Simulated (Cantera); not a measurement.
**Premixed flame**

A freely propagating, adiabatic, planar premixed flame of 4.52 % CH4, 4.98 % H2, 16.7 % O2, 73.8 % N2, unburnt at 675 K and 0.900 bar; mixture-averaged transport, grid criteria slope 0.08 and curve 0.16, no radiation.

Detailed kinetics in Cantera: GRI-Mech 3.0 (53 species, 325 reactions). Burning velocities carry a grid error of a few per cent, more on coarse grids.

| z (mm) | T (K) | u (m/s) | x CH4 | x H2 | x O2 | x NO2 | x CO | x HCN |
|---|---|---|---|---|---|---|---|---|
| -1.21 | 675 | 1.50 | 0.0453 | 0.0490 | 0.168 | <1e-8 | 6.70e-7 | <1e-8 |
| -0.806 | 676 | 1.50 | 0.0453 | 0.0474 | 0.168 | <1e-8 | 8.83e-6 | <1e-8 |
| -0.604 | 679 | 1.50 | 0.0453 | 0.0453 | 0.168 | <1e-8 | 4.66e-5 | <1e-8 |
| -0.403 | 702 | 1.55 | 0.0446 | 0.0407 | 0.167 | <1e-8 | 0.000407 | <1e-8 |
| -0.201 | 897 | 1.97 | 0.0364 | 0.0315 | 0.155 | <1e-8 | 0.00502 | 2.53e-8 |
| -0.101 | 1173 | 2.59 | 0.0230 | 0.0251 | 0.131 | <1e-8 | 0.0138 | 9.12e-8 |
| 0 | 1480 | 3.28 | 0.00696 | 0.0175 | 0.0974 | <1e-8 | 0.0245 | 2.33e-7 |
| 0.101 | 1632 | 3.62 | 0.000771 | 0.0102 | 0.0744 | <1e-8 | 0.0248 | 2.33e-7 |
| 0.201 | 1690 | 3.74 | 4.81e-5 | 0.00674 | 0.0655 | <1e-8 | 0.0197 | 1.06e-7 |
| 0.403 | 1760 | 3.87 | 2.14e-7 | 0.00519 | 0.0601 | <1e-8 | 0.0124 | 1.51e-8 |
| 0.806 | 1841 | 4.03 | <1e-8 | 0.00410 | 0.0570 | <1e-8 | 0.00687 | <1e-8 |
| 1.61 | 1913 | 4.17 | <1e-8 | 0.00257 | 0.0552 | <1e-8 | 0.00398 | <1e-8 |
| 3.22 | 1964 | 4.27 | <1e-8 | 0.00127 | 0.0544 | <1e-8 | 0.00207 | <1e-8 |
x: mole fraction of selected species; z is measured from the peak of heat release.

The laminar burning velocity is 150 cm/s and the thermal thickness is 0.403 mm. The peak x(CO) comes out as 0.0261, the peak x(HCN) comes out as 2.69e-7 and the grid points is 135.
